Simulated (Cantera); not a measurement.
Gas activation for diamond growth

An isothermal, constant-pressure homogeneous reactor starts with CH4 : H2 = 0.029 : 1 (molar parts), at 1625 K and 10.00 Torr.

Detailed kinetics in Cantera: GRI-Mech 3.0 (53 species, 325 reactions). GRI-Mech 3.0 stops at C3 and has no aromatics, soot or wall deposition, so with more carbon than oxygen in the feed, carbon stays in small species such as C2H2 where larger ones or solid carbon would form. Radical loss at walls, strong at low pressure, is not modelled.

| t (s) | x CH4 | x H2 | x CH2 | x CH3 | x C2H2 |
|---|---|---|---|---|---|
| 1.00e-5 | 0.0282 | 0.972 | <1e-12 | 2.29e-8 | <1e-12 |
| 2.90e-5 | 0.0282 | 0.972 | <1e-12 | 6.32e-8 | <1e-12 |
| 8.42e-5 | 0.0282 | 0.972 | <1e-12 | 1.68e-7 | <1e-12 |
| 0.000244 | 0.0282 | 0.972 | <1e-12 | 4.52e-7 | <1e-12 |
| 0.000709 | 0.0282 | 0.972 | 2.29e-12 | 1.27e-6 | <1e-12 |
| 0.00206 | 0.0282 | 0.972 | 2.09e-11 | 3.64e-6 | 1.77e-12 |
| 0.00597 | 0.0282 | 0.972 | 1.81e-10 | 1.05e-5 | 1.45e-10 |
| 0.0173 | 0.0282 | 0.972 | 1.52e-9 | 3.04e-5 | 1.39e-8 |
| 0.0503 | 0.0281 | 0.972 | 1.21e-8 | 8.63e-5 | 1.50e-6 |
| 0.146 | 0.0277 | 0.972 | 6.94e-8 | 0.000209 | 8.95e-5 |
| 0.423 | 0.0259 | 0.972 | 1.20e-7 | 0.000268 | 0.000953 |
| 1.23 | 0.0211 | 0.975 | 1.06e-7 | 0.000226 | 0.00328 |
| 3.56 | 0.0135 | 0.979 | 7.62e-8 | 0.000151 | 0.00705 |
| 10.3 | 0.00623 | 0.982 | 4.07e-8 | 7.43e-5 | 0.0106 |
| 30.0 | 0.00232 | 0.984 | 1.66e-8 | 2.87e-5 | 0.0125 |
x: mole fraction; the columns are a selection and need not sum to one.

Equilibrium at this temperature and pressure: CH4 0.000370, H2 0.985, CH2 2.77e-9, CH3 4.66e-6, C2H2 0.0135 (gas phase only).
